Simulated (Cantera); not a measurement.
A Cantera script and what it prints.

```python
import numpy as np
import cantera as ct

gas_names = [...]  # 131 gases of nasa_gas.yaml made of C, H, Na, O, S
cond_names = """
    C(gr) C6H6(L) C7H8(L) C8H18(L),n-octa H2O(s) H2O(L) H2SO4(L) Na(cr) Na(L) NaOH(a) NaOH(L) NaO2(s)
    Na2CO3(I) Na2CO3(II) Na2CO3(L) Na2O(c) Na2O(a) Na2O(L) Na2O2(a) Na2O2(b) Na2S(1) Na2S(2) Na2S(L)
    Na2SO4(V) Na2SO4(IV) Na2SO4(I) Na2SO4(L) S(cr1) S(cr2) S(L)
""".split()


# ... load() reads the species with a 1 bar reference pressure and builds the phases ...
atoms = {
    'Na2SO4': {'Na': 2, 'S': 1, 'O': 4},
    'H2O': {'H': 2, 'O': 1},
    'CO2': {'C': 1, 'O': 2},
}
top_T = {'C(gr)': 4500, 'NaO2(s)': 800, 'Na2O2(b)': 940}  # K; cautious upper limits of use, not melting points


# ... equilibrate(T, P, feed) seeds the gas with the atoms and calls Mixture.equilibrate('TP', solver="vcs", rtol=1e-11, max_steps=5000) ...
results = []
feed = {'Na2SO4': 1, 'H2O': 3, 'CO2': 0.55}  # mol
T = 2000  # K
for P in [10, 36, 130, 460, 1700, 6000, 22000, 77000, 280000, 1000000]:
    mix = equilibrate(T, P, feed)
    results.append((T, P, feed, dict(zip(mix.species_names, mix.species_moles))))

top = {s: max(r[3][s] / sum(r[3][g] for g in gas_names) for r in results) for s in gas_names}
cols = sorted((s for s in top if top[s] > 1e-05), key=lambda s: -top[s])[:9]
seen = [c for c in cond_names if any(r[3].get(c, 0) > 1e-12 for r in results)]
print("log10 of partial pressures in bar; condensed amounts in mol")
print(f"{'P/Pa':>10s}" + "".join(f"{s[:9]:>10s}" for s in cols + seen))
for T, P, feed, n in results:
    ng = sum(n[g] for g in gas_names)
    print(f"{P:10.4g}" + "".join(f"{np.log10(max(n[s] / ng * P / 1e5, 1e-99)):10.3f}" for s in cols)
          + "".join(f"{n.get(c, 0):10.4g}" for c in seen))
```

Result:

```
log10 of partial pressures in bar; condensed amounts in mol
      P/Pa       H2O        Na      NaOH       SO2       CO2        O2        OH         H        H2 Na2SO4(L)
        10    -4.498    -4.609    -6.706    -4.923    -5.300    -4.874    -5.487    -5.590    -5.601         0
        36    -3.899    -4.044    -5.705    -4.344    -4.671    -4.325    -5.050    -5.427    -5.277         0
       130    -3.321    -3.492    -4.726    -3.773    -4.069    -3.776    -4.624    -5.275    -4.973         0
       460    -2.764    -2.970    -3.792    -3.211    -3.491    -3.240    -4.211    -5.131    -4.684         0
      1700    -2.199    -2.471    -2.874    -2.626    -2.897    -2.696    -3.793    -4.984    -4.391         0
      6000    -1.662    -2.056    -2.064    -2.058    -2.322    -2.186    -3.397    -4.843    -4.108         0
   2.2e+04    -1.101    -1.732    -1.333    -1.486    -1.727    -1.683    -2.991    -4.689    -3.800         0
   7.7e+04    -0.374    -1.747    -0.916    -1.156    -1.054    -1.407    -2.558    -4.394    -3.211    0.5289
   2.8e+05     0.306    -1.914    -0.704    -0.978    -0.411    -1.250    -2.179    -4.093    -2.609    0.8427
     1e+06     0.900    -2.077    -0.528    -0.817     0.170    -1.086    -1.841    -3.837    -2.097    0.9412
```

Cantera equilibrium calculation (NASA polynomials, part measured and part estimated; ideal gas, pure solids and liquids).
